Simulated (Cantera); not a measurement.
An adiabatic, constant-pressure homogeneous reactor starts with 19.5 % CH4, 16.9 % O2, 63.6 % N2, equivalence ratio 2.3, at 1273 K and 750 Torr.

Detailed kinetics in Cantera: GRI-Mech 3.0 (53 species, 325 reactions).

**Question.** Predict: time of steepest temperature rise; temperature at 4.00 s; equilibrium temperature; x(O2) at 4.00 s; x(HCO) at 4.00 s; x(NO) at 4.00 s; x(CH2O) at 4.00 s; x(H2) at 4.00 s.

**Answer.** 
| Property | Result |
|---|---|
| time of steepest temperature rise | 26.8 ms |
| temperature at 4.00 s | 2173 K |
| equilibrium temperature | 2173 K |
| x(O2) at 4.00 s | 2.22e-7 (gas-phase equilibrium 2.22e-7) |
| x(HCO) at 4.00 s | 8.08e-8 (gas-phase equilibrium 8.08e-8) |
| x(NO) at 4.00 s | 9.97e-6 (gas-phase equilibrium 9.97e-6) |
| x(CH2O) at 4.00 s | 1.25e-8 (gas-phase equilibrium 1.25e-8) |
| x(H2) at 4.00 s | 0.213 (gas-phase equilibrium 0.213) |
